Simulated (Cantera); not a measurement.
## Thermodynamics of silicon epitaxy and polysilicon growth, feed SiH2Cl2 + N2

Feed: 1 mol SiH2Cl2, 8.6 mol N2, at 1698 K and 1.60 mbar.

Equilibrium computed with Cantera from the NASA thermochemical tables; the gas is ideal and each condensed phase is pure. Candidate condensed phases: NH4Cl, Si, Si3N4; 28 gas species. The tables' values for SiCl, SiCl3 are old estimates; treat these amounts as uncertain. The numbers say what is thermodynamically allowed, not how fast it happens.

```yaml
x(N2): 0.810
x(H2): 0.0742
x(SiCl2): 0.0738
x(HCl): 0.0390
x(H): 0.000985
x(Si): 0.000410
x(Cl): 0.000403
x(SiCl): 0.000387
x(SiCl3): 0.000344
n(Si(l)): 0.204 mol
gas_amount: 10.61 mol
```
